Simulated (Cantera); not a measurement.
Input: 1 mol CH₃SiCl₃, 0.45 mol HCl, 3.6 mol H₂, 0.95 mol C₃H₈, at 2150 K and 15.0 mbar.

Method: chemical equilibrium by Gibbs-energy minimisation in Cantera with the NASA 1993 tables (ideal gas, pure condensed phases). Candidate condensed phases: C, C₆H₆, C₇H₈, C₈H₁₈, Si, SiC; 109 gas species. The feed counts by its element totals alone. The tables' values for SiCl, SiCl₃ are old estimates; treat these amounts as uncertain. Gases not in the tables: Si₂H₆ and higher silanes. The numbers say what is thermodynamically allowed, not how fast it happens.

Base state: H₂ 0.677, HCl 0.264, H 0.0283, SiCl₂ 0.0192, Cl 0.00808, Si 0.00137, C₂H₂ (acetylene) 0.00131, SiCl 0.000819 (mole fractions); condensed: C(graphite) + SiC(s).

What changes in the equilibrium state with this change: pressure from 15.0 mbar to 0.200 bar?


```csv
species,before,after
H₂,0.677,0.695
HCl,0.264,0.273
SiCl₂,0.0192,0.0199
H,0.0283,0.00786
SiHCl₃,7.20e-7,1.03e-5
CH₄,2.02e-6,2.84e-5
SiC₂,0.000109,8.15e-6
Si₂C,6.76e-5,5.07e-6
"C(graphite), mol",3.06,3.05
"SiC(s), mol",0.758,0.774
```
The tables' values for SiCl₃, SiCl are old estimates; treat these amounts as uncertain.
